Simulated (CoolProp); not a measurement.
Values from CoolProp's reference Helmholtz-energy equation of state, Thol 2014.

Task: Give the vapour pressure (kPa), liquid density (kg/m³), vapour density (kg/m³), liquid cp (kJ/(kg K)) of saturated chloromethane (R40) at 246.8, 310, 385.7 K.

Result: 
```
T (K)  p (kPa)  liquid density (kg/m³)  vapour density (kg/m³)  liquid cp (kJ/(kg K))
-----  -------  ----------------------  ----------------------  ---------------------
246.8     91.3                    1010                    2.32                   1.58
310        803                     887                    18.2                   1.66
385.7     4060                     678                     105                   2.50
```
